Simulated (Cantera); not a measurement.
Input (Python, Cantera):

```python
import numpy as np
import cantera as ct

gas = ct.Solution("gri30.yaml")
gas.TPX = 698, 500000, {'CH4': 1, 'H2': 0.049, 'O2': 4.2, 'N2': 17.8}
inlet = ct.Reservoir(gas, clone=True)
gas.equilibrate("HP")  # start burning
reactor = ct.IdealGasConstPressureReactor(gas, energy="on", clone=False)
exhaust = ct.Reservoir(gas, clone=True)
tau = [0.16, 0.072, 0.034, 0.016, 0.0072, 0.0034, 0.0016, 0.00073, 0.00034, 0.00016, 7.3e-05, 3.4e-05][0]
for a, b in ((inlet, reactor), (reactor, exhaust)):
    ct.MassFlowController(a, b, mdot=lambda t: reactor.mass / tau)
net = ct.ReactorNet([reactor])
show = ['CH4', 'H2', 'O2', 'N2O', 'NO']

rows = []
print(f"{'tau/s':>10s}{'T/K':>9s}" + "".join(f"{s:>11s}" for s in show))
for tau in [0.16, 0.072, 0.034, 0.016, 0.0072, 0.0034, 0.0016, 0.00073, 0.00034, 0.00016, 7.3e-05, 3.4e-05]:
    net.initial_time = 0.0
    net.advance(30 * tau)
    before = gas.X
    net.advance(40 * tau)
    drift = np.max(np.abs(gas.X - before) / (gas.X + 1e-9))
    rows.append([gas.T, *gas[show].X, drift])
    print(f"{tau:10.3e}{gas.T:9.1f}" + "".join(f"{x:11.3e}" for x in gas[show].X))
```

Result:

```
     tau/s      T/K        CH4         H2         O2        N2O         NO
 1.600e-01   1689.3  5.739e-06  7.759e-06  9.446e-02  5.137e-07  4.631e-06
 7.200e-02   1688.4  1.026e-05  1.250e-05  9.448e-02  7.293e-07  3.881e-06
 3.400e-02   1687.2  1.735e-05  2.022e-05  9.452e-02  1.031e-06  3.613e-06
 1.600e-02   1685.1  2.910e-05  3.341e-05  9.459e-02  1.432e-06  3.523e-06
 7.200e-03   1681.5  5.030e-05  5.770e-05  9.474e-02  1.899e-06  3.410e-06
 3.400e-03   1675.8  8.472e-05  9.742e-05  9.502e-02  2.241e-06  3.120e-06
 1.600e-03   1666.1  1.459e-04  1.668e-04  9.553e-02  2.340e-06  2.591e-06
 7.300e-04   1647.8  2.712e-04  2.990e-04  9.658e-02  2.116e-06  1.864e-06
 3.400e-04   1609.2  5.971e-04  5.853e-04  9.911e-02  1.555e-06  1.013e-06
 1.600e-04    698.0  4.339e-02  2.126e-03  1.822e-01  6.056e-20  8.930e-21
 7.300e-05    698.0  4.339e-02  2.126e-03  1.822e-01 -2.496e-25 -2.017e-25
 3.400e-05    698.0  4.339e-02  2.126e-03  1.822e-01  4.061e-25 -6.419e-27
```

Detailed kinetics in Cantera: GRI-Mech 3.0 (53 species, 325 reactions).
